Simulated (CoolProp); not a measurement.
Vapour-liquid equilibrium of benzene (1) + p-xylene (2) at 426.5 K; x and y are mole fractions of (1).

Computed with CoolProp (multi-fluid Helmholtz-energy mixture model, Thol 2012 and Zhou 2012; pair parameters Bell 2016).

| x | bubble pressure (MPa) | y at the bubble point | dew pressure at overall composition x (MPa) | liquid density (mol/L) |
|---|---|---|---|---|
| 0.05 | 0.1699 | 0.160 | 0.1550 | 7.044 |
| 0.125 | 0.2024 | 0.342 | 0.1649 | … |
| 0.2 | 0.2357 | 0.478 | 0.1762 | 7.336 |
| 0.275 | 0.2699 | 0.582 | 0.1891 | 7.489 |
| 0.35 | 0.3047 | … | 0.2040 | 7.647 |
| 0.425 | 0.3399 | 0.731 | 0.2215 | 7.810 |
| 0.5 | 0.3756 | 0.786 | 0.2423 | 7.980 |
| 0.575 | 0.4117 | … | 0.2673 | … |
| 0.65 | 0.4481 | 0.871 | 0.2980 | 8.336 |
| 0.725 | 0.4848 | 0.905 | 0.3365 | 8.525 |
| 0.8 | 0.5219 | … | 0.3862 | … |
| 0.875 | 0.5594 | 0.961 | … | 8.924 |
| 0.95 | 0.5975 | … | 0.5429 | 9.135 |

**Question.** Fill in the missing entries.

**Answer.** 
- 0.125, liquid density (mol/L): 7.187
- 0.35, y at the bubble point: 0.664
- 0.575, y at the bubble point: 0.832
- 0.575, liquid density (mol/L): 8.155
- 0.8, y at the bubble point: 0.935
- 0.8, liquid density (mol/L): 8.720
- 0.875, dew pressure at overall composition x (MPa): 0.4522
- 0.95, y at the bubble point: 0.985

No azeotrope shows between x = 0.05 and 0.95.

The pair parameters rest on a limited set of measurements; away from them the model extrapolates.
